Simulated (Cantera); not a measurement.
# Thermodynamics of fluorocarbon and chlorocarbon gases, feed C2F6 + H2

A closed system holds: 1 mol C2F6, 1.2 mol H2, equilibrated at 1.00 bar.

Method: chemical equilibrium by Gibbs-energy minimisation in Cantera with the NASA 1993 tables (ideal gas, pure condensed phases). Candidate condensed phases: C, C6H6, C7H8, C8H18; 95 gas species. The feed counts by its element totals alone. Gases not in the tables: C2F6 and larger saturated fluorocarbons. The numbers say what is thermodynamically allowed, not how fast it happens.

```csv
T (°C),x HF,x CF4,x CF2,x F,n C(graphite)
1377,0.727,0.273,0.000170,1.43e-5,1.10
1452,0.727,0.272,0.000411,3.91e-5,1.10
1527,0.727,0.272,0.000918,9.81e-5,1.10
1602,0.726,0.271,0.00192,0.000229,1.10
1677,0.725,0.269,0.00378,0.000499,1.09
1752,0.724,0.267,0.00706,0.00103,1.09
1827,0.721,0.262,0.0125,0.00200,1.08
1902,0.717,0.255,0.0213,0.00372,1.06
1977,0.710,0.244,0.0344,0.00661,1.04
```
x: gas mole fraction; n: condensed amount in mol.

From 1377 °C to 1977 °C the condensed part is C(graphite). The main C-bearing gas is CF4 throughout.
